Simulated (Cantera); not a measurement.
Input: 1 mol CO2, 1.6 mol H2, at 19.0 mbar.

Equilibrium computed with Cantera from the NASA thermochemical tables; the gas is ideal and each condensed phase is pure. Candidate condensed phases: C, C6H6, C7H8, C8H18, H2O; 110 gas species. The numbers say what is thermodynamically allowed, not how fast it happens. All values below are at 1252 °C.

Base state: H2 0.326, CO 0.289, H2O 0.289, CO2 0.0953, H 9.80e-5 (mole fractions); condensed: gas only.

What changes in the equilibrium state with this change: 0.26 mol O2 added?


```tsv
species	before	after
H2O	0.289	0.416
CO	0.289	0.216
H2	0.326	0.199
CO2	0.0953	0.168
H	9.80e-5	7.65e-5
```
